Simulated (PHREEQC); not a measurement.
PHREEQC input (ion-association model, phreeqc.dat):

```
SOLUTION 1
  temp 20
  units mol/kgw
  pH 7 charge
  Na 0.13
END
SELECTED_OUTPUT 1
  -reset false
  -pH true
  -pe true
  -ionic_strength true
  -water true
  -totals C Fe K Na S C(-4) C(4) Fe(2) Fe(3) S(-2)
    S(6)
  -molalities H+ Na+ K+ Fe+2 CO3-2 SO4-2 OH- O2 HCO3- CO2
    (CO2)2 HSO4- S-2 HS- H2S NaOH NaCO3- NaHCO3 NaSO4- KSO4-
    FeOH+ Fe(OH)3- FeCO3 FeHCO3+ FeSO4 FeHSO4+ Fe(HS)2 Fe(HS)3- Fe+3 FeOH+2
    Fe(OH)2+ Fe(OH)3 Fe(OH)4- Fe(OH)2 Fe2(OH)2+4 Fe3(OH)4+5 FeSO4+ FeHSO4+2 Fe(SO4)2-
  -equilibrium_phases Jarosite-K Fe(OH)3(a)
PRINT
  -reset false
USE solution 1
EQUILIBRIUM_PHASES 1
  Jarosite-K 0 0.2
  Fe(OH)3(a) 0 0
  O2(g) -0.68 10
  CO2(g) -5 10
END
# ... the last block is repeated for the other 10 points of log pCO2 (atm)
```

Selected output (columns that matter, 11 of 11 rows; log pCO2 (atm) added in front):

```
log pCO2 (atm)	pH	mu	C	Fe	K	S	m_H+	m_Na+	m_K+	m_SO4-2	m_OH-	m_HCO3-	Jarosite-K	Fe(OH)3(a)
-5	6.1756	0.22769	7.113e-07	1.0267e-07	0.043334	0.086668	8.4078e-07	0.11853	0.038646	0.070512	1.4627e-08	3.2783e-07	0.15667	0.13
-4.5	6.1756	0.22769	2.2493e-06	1.0268e-07	0.043334	0.086668	8.4078e-07	0.11853	0.038646	0.070512	1.4627e-08	1.0367e-06	0.15667	0.13
-4	6.1756	0.22769	7.1129e-06	1.0268e-07	0.043333	0.086666	8.4079e-07	0.11853	0.038645	0.070511	1.4626e-08	3.2782e-06	0.15667	0.13
-3.5	6.1755	0.22768	2.2493e-05	1.0268e-07	0.043331	0.086661	8.4083e-07	0.11853	0.038643	0.070507	1.4626e-08	1.0366e-05	0.15667	0.12999
-3	6.1755	0.22767	7.1122e-05	1.0269e-07	0.043323	0.086646	8.4096e-07	0.11853	0.038637	0.070494	1.4623e-08	3.2775e-05	0.15668	0.12997
-2.5	6.1753	0.22761	0.00022485	1.0274e-07	0.043298	0.086597	8.4134e-07	0.11854	0.038617	0.070455	1.4616e-08	0.00010359	0.1567	0.1299
-2	6.1746	0.22743	0.00071052	1.0287e-07	0.043221	0.086442	8.4256e-07	0.11855	0.038554	0.070331	1.4593e-08	0.00032706	0.15678	0.12966
-1.5	6.1726	0.22687	0.0022415	1.0329e-07	0.042979	0.085957	8.4643e-07	0.11857	0.038357	0.069942	1.452e-08	0.0010291	0.15702	0.12894
-1	6.1662	0.22513	0.007036	1.0463e-07	0.042228	0.084455	8.5867e-07	0.11865	0.037744	0.068737	1.4294e-08	0.0032032	0.15777	0.12668
-0.5	6.1464	0.21998	0.021755	1.089e-07	0.040001	0.080001	8.9759e-07	0.11889	0.035919	0.065161	1.3621e-08	0.0096474	0.16	0.12
0	6.0886	0.20645	0.064602	1.2258e-07	0.03419	0.06838	1.0223e-06	0.11955	0.031088	0.055805	1.183e-08	0.026448	0.16581	0.10257
```
